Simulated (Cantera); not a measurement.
An isothermal plug-flow reactor at 500 K and 3.10 bar (inlet), inlet velocity 0.84 m/s, active area per volume 220 1/m; feed H2 : O2 : N2 = 0.013 : 0.035 : 0.79 (molar parts), equivalence ratio 0.19.

Computed with Cantera and Deutschmann's 1995 Pt surface mechanism with GRI-Mech 3.0 gas chemistry. Catalytic surfaces can have several steady states; this one follows from the mechanism file's or the stated starting coverage. Mass transfer to the wall is taken as infinitely fast.

Task: What does this change do: area per volume 220 to 540 1/m?

Result: 
```
quantity                  before    after
----------------------  --------  -------
x(H2) at z = 0.03 m     0.000110  4.46e-5
x(O2) at z = 0.03 m       0.0343   0.0343
x(H2O) at z = 0.03 m      0.0155   0.0156
θ(free Pt) at the exit   0.00468  0.00191
θ(O*) at the exit          0.976    0.986
θ(OH*) at the exit        0.0190   0.0122
```
